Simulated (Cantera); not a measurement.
Feed: 1 mol Cu₂O, 4.5 mol H₂, held at 1775 °C and 0.100 bar.

Cantera equilibrium calculation (NASA polynomials, part measured and part estimated; ideal gas, pure solids and liquids). Candidate condensed phases: Cu, CuO, Cu(OH)₂, Cu₂O, H₂O; 12 gas species. Equilibrium is a limit: real reactors are often held back by kinetics, nucleation or transport.

Base state: H₂ 0.720, H₂O 0.206, Cu 0.0666, H 0.00602, Cu₂ 0.000323, OH 0.000188 (mole fractions); condensed: Cu(l).

What changes in the equilibrium state with this change: temperature from 1775 °C to 1327 °C?


```json
[
 {"species": "H₂", "before": "0.720", "after": "0.777"},
 {"species": "H₂O", "before": "0.206", "after": "0.222"},
 {"species": "Cu", "before": "0.0666", "after": "0.000398"},
 {"species": "Cu₂", "before": "0.000323", "after": "2.85e-7"},
 {"species": "OH", "before": "0.000188", "after": "1.70e-6"},
 {"species": "Cu(l), mol", "before": "1.67", "after": "2.00"}
]
```

What changes in the equilibrium state with this change: pressure from 0.100 bar to 0.520 bar?


```tsv
species	before	after
H₂	0.720	0.765
H₂O	0.206	0.219
Cu	0.0666	0.0128
Cu₂	0.000323	6.21e-5
OH	0.000188	8.47e-5
H	0.00602	0.00272
Cu(l), mol	1.67	1.94
```
